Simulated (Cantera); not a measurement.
Feed: 1 mol MgSO4, 6.1 mol H2O, 1.3 mol O2, held at 925 °C and 8000 Pa.

These are equilibrium values from Cantera (NASA tables, ideal gas, pure condensed phases), not measurements of a reactor. Candidate condensed phases: H2O, H2SO4, Mg, MgO, Mg(OH)2, MgS, MgSO4, S; 26 gas species. Equilibrium is a limit: real reactors are often held back by kinetics, nucleation or transport.

Base state: H2O 0.687, O2 0.201, SO2 0.109, SO3 0.00361, OH 1.42e-5 (mole fractions); condensed: MgO(s).

Question: What changes in the equilibrium state with this change: temperature from 925 °C to 725 °C?

Answer: 
```tsv
species	before	after
H2O	0.687	0.824
O2	0.201	0.176
SO2	0.109	0.000274
SO3	0.00361	5.99e-5
OH	1.42e-5	5.72e-7
MgO(s), mol	1.00	0.00247
MgSO4(s), mol	0	0.998
```
